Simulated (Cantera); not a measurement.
**Diamond growth**

A diamond (100) surface in a fixed gas of H2 with x(CH4) = 0.022, x(H) = 0.00047, x(CH3) = 3.5e-05, 0.0178 atm; coverages are run to steady state.

Computed with Cantera and the Harris–Goodwin 1993 mechanism for the reconstructed diamond (100) surface.

```json
[
 {"T (K)": "925", "growth (µm/h)": "0.181", "θ c6HH": "0.633", "θ c6H*": "0.0114", "θ c6*H": "0.294", "θ c6**": "0.00467", "θ c6HM": "0.0444"},
 {"T (K)": "1000", "growth (µm/h)": "0.147", "θ c6HH": "0.590", "θ c6H*": "0.0176", "θ c6*H": "0.360", "θ c6**": "0.00799", "θ c6HM": "0.0175"},
 {"T (K)": "1075", "growth (µm/h)": "0.0647", "θ c6HH": "0.547", "θ c6H*": "0.0245", "θ c6*H": "0.411", "θ c6**": "0.0118", "θ c6HM": "0.00359"},
 {"T (K)": "1150", "growth (µm/h)": "0.0350", "θ c6HH": "0.508", "θ c6H*": "0.0313", "θ c6*H": "0.444", "θ c6**": "0.0152", "θ c6HM": "0.000602"},
 {"T (K)": "1225", "growth (µm/h)": "0.0305", "θ c6HH": "0.483", "θ c6H*": "0.0378", "θ c6*H": "0.461", "θ c6**": "0.0178", "θ c6HM": "0.000106"},
 {"T (K)": "1300", "growth (µm/h)": "0.0217", "θ c6HH": "0.472", "θ c6H*": "0.0435", "θ c6*H": "0.465", "θ c6**": "0.0192", "θ c6HM": "1.96e-5"},
 {"T (K)": "1375", "growth (µm/h)": "0.00804", "θ c6HH": "0.473", "θ c6H*": "0.0483", "θ c6*H": "0.459", "θ c6**": "0.0195", "θ c6HM": "4.13e-6"}
]
```
θ: site fractions in the mechanism's names (c6HH fully hydrogenated, c6H* and c6*H radical sites, c6** diradical, c6HM methylated).
